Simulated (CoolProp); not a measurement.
Vapour-liquid equilibrium of ethanol (1) + hexamethyldisiloxane (MM) (2) at 459.1 K; x and y are mole fractions of (1).

The numbers come from the multi-fluid Helmholtz-energy mixture model, Schroeder 2014 and Thol 2016; pair parameters Bell 2016 in CoolProp.

Problem. Give the bubble pressure and the first vapour's composition at x = 0.275, 0.65, 0.725. Is there an azeotrope?

Solution. x = 0.275: 1385 kPa, y = 0.504; x = 0.65: 1901 kPa, y = 0.759; x = 0.725: 1982 kPa, y = 0.807. No azeotrope shows between x = 0.05 and 0.95.

Pair parameters are fitted to limited data, so mixtures are less certain than the pure fluids.
